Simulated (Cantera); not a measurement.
An adiabatic, constant-pressure homogeneous reactor starts with C₃H₈ : O₂ : N₂ = 1 : 8.06 : 96.8 (molar parts), equivalence ratio 0.62, at 1100 K and 13.0 bar. Integrator tolerance rtol = 1e-08.

Model: GRI-Mech 3.0 (53 species, 325 reactions), integrated in Cantera. GRI-Mech 3.0 was tuned for natural gas; its chemistry of propane as a main component is partial and can be far from experiment. The pressure lies above the range GRI-Mech 3.0 was tuned for (to about 10 atm).

**Question.** What does this change do: pressure from 13.0 bar to 19.0 bar?

**Answer.** 
```csv
quantity,before,after
time of steepest temperature rise,17.5 ms,12.4 ms
temperature at 3.00 s,1640 K,1640 K
equilibrium temperature,1638 K,1638 K
x(C₃H₈) at 3.00 s,<1e-12 (gas-phase equilibrium <1e-12),<1e-12 (gas-phase equilibrium <1e-12)
x(O₂) at 3.00 s,0.0286 (gas-phase equilibrium 0.0282),0.0286 (gas-phase equilibrium 0.0282)
x(C₂H₆) at 3.00 s,<1e-12 (gas-phase equilibrium <1e-12),<1e-12 (gas-phase equilibrium <1e-12)
x(NO) at 3.00 s,9.66e-6 (gas-phase equilibrium 0.000895),1.21e-5 (gas-phase equilibrium 0.000895)
x(O) at 3.00 s,1.09e-6 (gas-phase equilibrium 1.06e-6),9.05e-7 (gas-phase equilibrium 8.76e-7)
x(HCN) at 3.00 s,<1e-12 (gas-phase equilibrium <1e-12),<1e-12 (gas-phase equilibrium <1e-12)
```

**Question.** What does this change do: initial temperature 1100 to 1000 K?

**Answer.** 
```json
[
 {"quantity": "time of steepest temperature rise", "before": "17.5 ms", "after": "0.125 s"},
 {"quantity": "temperature at 3.00 s", "before": "1640 K", "after": "1546 K"},
 {"quantity": "equilibrium temperature", "before": "1638 K", "after": "1545 K"},
 {"quantity": "x(C₃H₈) at 3.00 s", "before": "<1e-12 (gas-phase equilibrium <1e-12)", "after": "<1e-12 (gas-phase equilibrium <1e-12)"},
 {"quantity": "x(O₂) at 3.00 s", "before": "0.0286 (gas-phase equilibrium 0.0282)", "after": "0.0286 (gas-phase equilibrium 0.0283)"},
 {"quantity": "x(C₂H₆) at 3.00 s", "before": "<1e-12 (gas-phase equilibrium <1e-12)", "after": "<1e-12 (gas-phase equilibrium <1e-12)"},
 {"quantity": "x(NO) at 3.00 s", "before": "9.66e-6 (gas-phase equilibrium 0.000895)", "after": "1.23e-6 (gas-phase equilibrium 0.000598)"},
 {"quantity": "x(O) at 3.00 s", "before": "1.09e-6 (gas-phase equilibrium 1.06e-6)", "after": "3.51e-7 (gas-phase equilibrium 3.43e-7)"},
 {"quantity": "x(HCN) at 3.00 s", "before": "<1e-12 (gas-phase equilibrium <1e-12)", "after": "<1e-12 (gas-phase equilibrium <1e-12)"}
]
```
